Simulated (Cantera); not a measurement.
An adiabatic, constant-volume homogeneous reactor starts with CH₄ : C₂H₆ : O₂ : N₂ = 1 : 0.083 : 1.91 : 7.18 (molar parts), equivalence ratio 1.2, at 1175 K and 10.0 bar. Integrator tolerance rtol = 1e-08.

Cantera simulation using GRI-Mech 3.0 (53 species, 325 reactions); the numbers are that mechanism's predictions, not measurements. Above 3000 K some thermodynamic fits are extrapolated.

Question: What does this change do: C2H6 0.083 to 0.054 parts?

Answer: 
```
quantity                                                              before                                      after
---------------------------------  -----------------------------------------  -----------------------------------------
time of steepest temperature rise                                    1.46 ms                                    2.06 ms
temperature at 2.00 s                                                 3021 K                                     3021 K
equilibrium temperature                                               3021 K                                     3021 K
x(CH₄) at 2.00 s                   2.99e-12 (gas-phase equilibrium 3.54e-12)  1.39e-12 (gas-phase equilibrium 1.66e-12)
x(C₂H₆) at 2.00 s                      <1e-12 (gas-phase equilibrium <1e-12)      <1e-12 (gas-phase equilibrium <1e-12)
x(O₂) at 2.00 s                      0.00327 (gas-phase equilibrium 0.00327)    0.00490 (gas-phase equilibrium 0.00490)
x(H₂O) at 2.00 s                         0.173 (gas-phase equilibrium 0.173)        0.171 (gas-phase equilibrium 0.171)
x(OH) at 2.00 s                        0.0113 (gas-phase equilibrium 0.0113)      0.0125 (gas-phase equilibrium 0.0125)
x(CH₂CO) at 2.00 s                     <1e-12 (gas-phase equilibrium <1e-12)      <1e-12 (gas-phase equilibrium <1e-12)
x(NO) at 2.00 s                      0.00563 (gas-phase equilibrium 0.00563)    0.00692 (gas-phase equilibrium 0.00692)
```

Question: What does this change do: 0.53 parts CO2 added?

Answer: 
```json
[
 {"quantity": "time of steepest temperature rise", "before": "1.46 ms", "after": "1.54 ms"},
 {"quantity": "temperature at 2.00 s", "before": "3021 K", "after": "2909 K"},
 {"quantity": "equilibrium temperature", "before": "3021 K", "after": "2909 K"},
 {"quantity": "x(CH₄) at 2.00 s", "before": "2.99e-12 (gas-phase equilibrium 3.54e-12)", "after": "1.20e-12 (gas-phase equilibrium 1.43e-12)"},
 {"quantity": "x(C₂H₆) at 2.00 s", "before": "<1e-12 (gas-phase equilibrium <1e-12)", "after": "<1e-12 (gas-phase equilibrium <1e-12)"},
 {"quantity": "x(O₂) at 2.00 s", "before": "0.00327 (gas-phase equilibrium 0.00327)", "after": "0.00366 (gas-phase equilibrium 0.00366)"},
 {"quantity": "x(H₂O) at 2.00 s", "before": "0.173 (gas-phase equilibrium 0.173)", "after": "0.175 (gas-phase equilibrium 0.175)"},
 {"quantity": "x(OH) at 2.00 s", "before": "0.0113 (gas-phase equilibrium 0.0113)", "after": "0.00923 (gas-phase equilibrium 0.00923)"},
 {"quantity": "x(CH₂CO) at 2.00 s", "before": "<1e-12 (gas-phase equilibrium <1e-12)", "after": "<1e-12 (gas-phase equilibrium <1e-12)"},
 {"quantity": "x(NO) at 2.00 s", "before": "0.00563 (gas-phase equilibrium 0.00563)", "after": "0.00506 (gas-phase equilibrium 0.00506)"}
]
```

Question: What does this change do: initial temperature 1175 to 1073 K?

Answer: 
| quantity | before | after |
|---|---|---|
| time of steepest temperature rise | 1.46 ms | 5.69 ms |
| temperature at 2.00 s | 3021 K | 2978 K |
| equilibrium temperature | 3021 K | 2978 K |
| x(CH₄) at 2.00 s | 2.99e-12 (gas-phase equilibrium 3.54e-12) | 3.31e-12 (gas-phase equilibrium 3.89e-12) |
| x(C₂H₆) at 2.00 s | <1e-12 (gas-phase equilibrium <1e-12) | <1e-12 (gas-phase equilibrium <1e-12) |
| x(O₂) at 2.00 s | 0.00327 (gas-phase equilibrium 0.00327) | 0.00256 (gas-phase equilibrium 0.00256) |
| x(H₂O) at 2.00 s | 0.173 (gas-phase equilibrium 0.173) | 0.176 (gas-phase equilibrium 0.176) |
| x(OH) at 2.00 s | 0.0113 (gas-phase equilibrium 0.0113) | 0.00960 (gas-phase equilibrium 0.00960) |
| x(CH₂CO) at 2.00 s | <1e-12 (gas-phase equilibrium <1e-12) | <1e-12 (gas-phase equilibrium <1e-12) |
| x(NO) at 2.00 s | 0.00563 (gas-phase equilibrium 0.00563) | 0.00474 (gas-phase equilibrium 0.00474) |
